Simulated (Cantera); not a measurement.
A Cantera script and what it prints.

```python
import numpy as np
import cantera as ct

gas_names = [...]  # 110 gases of nasa_gas.yaml made of C, H, O
cond_names = """
    C(gr) C6H6(L) C7H8(L) C8H18(L),n-octa H2O(s) H2O(L)
""".split()


# ... load() reads the species with a 1 bar reference pressure and builds the phases ...
atoms = {
    'C2H6': {'C': 2, 'H': 6},
    'H2O': {'H': 2, 'O': 1},
    'H2': {'H': 2},
}
top_T = {'C(gr)': 4500}  # K; cautious upper limits of use, not melting points


# ... equilibrate(T, P, feed) seeds the gas with the atoms and calls Mixture.equilibrate('TP', solver="vcs", rtol=1e-11, max_steps=5000) ...
results = []
feed = {'C2H6': 1, 'H2O': 0.15, 'H2': 6.3}  # mol
P = 101325  # Pa
for T in [700, 850, 1000, 1150, 1300, 1450, 1600, 1750, 1900, 2050, 2200, 2350, 2500, 2650]:
    mix = equilibrate(T, P, feed)
    results.append((T, P, feed, dict(zip(mix.species_names, mix.species_moles))))

top = {s: max(r[3][s] / sum(r[3][g] for g in gas_names) for r in results) for s in gas_names}
cols = sorted((s for s in top if top[s] > 0.0001), key=lambda s: -top[s])[:9]
seen = [c for c in cond_names if any(r[3].get(c, 0) > 1e-12 for r in results)]
print("log10 of partial pressures in bar; condensed amounts in mol")
print(f"{'T/K':>10s}" + "".join(f"{s[:9]:>10s}" for s in cols + seen))
for T, P, feed, n in results:
    ng = sum(n[g] for g in gas_names)
    print(f"{T:10.4g}" + "".join(f"{np.log10(max(n[s] / ng * P / 1e5, 1e-99)):10.3f}" for s in cols)
          + "".join(f"{n.get(c, 0):10.4g}" for c in seen))
```

Result:

```
log10 of partial pressures in bar; condensed amounts in mol
       T/K        H2       CH4         H       H2O C2H2,acet        CO       CO2      C4H2     C(gr)
       700    -0.142    -0.565   -13.668    -1.690   -16.564    -5.391    -5.965   -33.412         0
       850    -0.139    -0.573   -10.758    -1.766   -11.336    -2.563    -3.705   -22.973         0
      1000    -0.038    -1.096    -8.663    -2.346    -8.981    -1.904    -4.055   -18.365      1.19
      1150    -0.011    -1.653    -7.133    -3.151    -7.424    -1.811    -5.025   -15.272     1.651
      1300    -0.005    -2.113    -5.958    -3.846    -6.244    -1.801    -5.889   -12.912     1.779
      1450    -0.003    -2.486    -5.026    -4.406    -5.315    -1.800    -6.580   -11.047     1.819
      1600    -0.002    -2.791    -4.266    -4.861    -4.562    -1.800    -7.137    -9.535     1.834
      1750    -0.002    -3.043    -3.634    -5.236    -3.941    -1.800    -7.593    -8.287     1.839
      1900    -0.002    -3.254    -3.101    -5.551    -3.420    -1.800    -7.974    -7.238     1.837
      2050    -0.003    -3.434    -2.646    -5.819    -2.977    -1.801    -8.295    -6.345     1.826
      2200    -0.005    -3.590    -2.252    -6.050    -2.596    -1.802    -8.570    -5.578     1.799
      2350    -0.009    -3.729    -1.909    -6.254    -2.267    -1.803    -8.808    -4.912     1.744
      2500    -0.017    -3.857    -1.608    -6.437    -1.983    -1.806    -9.018    -4.332     1.646
      2650    -0.030    -3.982    -1.344    -6.606    -1.737    -1.810    -9.206    -3.826     1.484
```

Equilibrium computed with Cantera from the NASA thermochemical tables; the gas is ideal and each condensed phase is pure.
